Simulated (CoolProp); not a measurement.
Methanol along the isobar 16.5 bar: density (kg/m³) from the reference equation and from simpler models built on Tc = 240.2 °C, pc = 82.16 bar, ω = 0.565; each cubic takes its own stable root.

Values from CoolProp's reference Helmholtz-energy equation of state, de Reuck 1993.

```csv
T (°C),phase,reference
66.55,liquid,748.2
82.15,liquid,732.4
97.85,liquid,715.5
113.45,liquid,697.3
129.05,liquid,677.5
144.75,liquid,655.1
160.35,gas,18.54
176.05,gas,16.67
191.65,gas,15.54
207.25,gas,14.68
222.95,gas,13.97
238.55,gas,13.37
254.15,gas,12.85
269.85,gas,12.38
285.45,gas,11.96
```

Question: How far does each simpler model (Redlich-Kwong, Soave-Redlich-Kwong, Peng-Robinson) lie from the reference over these 15 states: mean and median of the absolute difference, and the worst?

Answer: 
- Redlich-Kwong: mean 22.3 %, median 4.7 %, worst -97.3 % at 144.75 °C and 16.5 bar
- Soave-Redlich-Kwong: mean 10.6 %, median 3.1 %, worst -25.7 % at 144.75 °C and 16.5 bar
- Peng-Robinson: mean 6.7 %, median 2.1 %, worst -15.7 % at 144.75 °C and 16.5 bar

At some of these states Redlich-Kwong gives the other phase, because its saturation line lies elsewhere.
